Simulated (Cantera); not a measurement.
## Carbon deposition, reforming and gasification: C₆H₆ + O₂ + H₂ + NH₃

Charge: 1 mol C₆H₆, 0.04 mol O₂, 15 mol H₂, 0.18 mol NH₃, at 773.15 K and 0.960 bar.

Cantera equilibrium calculation (NASA polynomials, part measured and part estimated; ideal gas, pure solids and liquids). Candidate condensed phases: C, C₆H₆, C₇H₈, C₈H₁₈, H₂O; 136 gas species. Equilibrium is a limit: real reactors are often held back by kinetics, nucleation or transport.

```yaml
x(H₂): 0.501
x(CH₄): 0.485
x(N₂): 0.00722
x(H₂O): 0.00618
x(CO): 0.000258
x(NH₃): 0.000114
x(CO₂): 1.62e-5
x(C₂H₆): 6.46e-6
gas_amount: 12.37 mol
log10 activity of C(graphite) (absent): -0.02
```
